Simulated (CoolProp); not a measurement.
Vapour-liquid equilibrium of R22 (1) + R152A (2) at 0.927 bar; x and y are mole fractions of (1).

The numbers come from the multi-fluid Helmholtz-energy mixture model, Kamei 1995 and Outcalt 1996; pair parameters Bell 2016 in CoolProp.

Give the bubble temperature and the first vapour's composition at x = 0.275, 0.65, 0.875. Is there an azeotrope?

x = 0.275: 242.4 K, y = 0.417; x = 0.65: 235.9 K, y = 0.805; x = 0.875: 232.3 K, y = 0.947. No azeotrope shows between x = 0.05 and 0.95.

The pair parameters rest on a limited set of measurements; away from them the model extrapolates.
